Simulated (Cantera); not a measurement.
A closed system holds: 1 mol CF4, 8.6 mol H2, held at 2850 K and 10.0 Torr.

Method: chemical equilibrium by Gibbs-energy minimisation in Cantera with the NASA 1993 tables (ideal gas, pure condensed phases). Candidate condensed phases: C, C6H6, C7H8, C8H18; 95 gas species. Rates play no part.

Base state: H 0.429, HF 0.291, H2 0.259, C2H2 (acetylene) 0.0102, C3 0.00433, C2H 0.00231, F 0.00224, C 0.000846 (mole fractions); condensed: C(graphite).

**Question.** What changes in the equilibrium state with this change: temperature from 2850 K to 1073 K?

**Answer.** 
```json
[
 {"species": "H2", "before": "0.259", "after": "0.622"},
 {"species": "HF", "before": "0.291", "after": "0.377"},
 {"species": "CH4", "before": "8.27e-8", "after": "0.000237"},
 {"species": "H", "before": "0.429", "after": "9.57e-8"},
 {"species": "C2H2 (acetylene)", "before": "0.0102", "after": "4.47e-9"},
 {"species": "C3", "before": "0.00433", "after": "<1e-9"},
 {"species": "C2H", "before": "0.00231", "after": "<1e-9"},
 {"species": "F", "before": "0.00224", "after": "<1e-9"},
 {"species": "C(graphite), mol", "before": "0.442", "after": "0.997"}
]
```
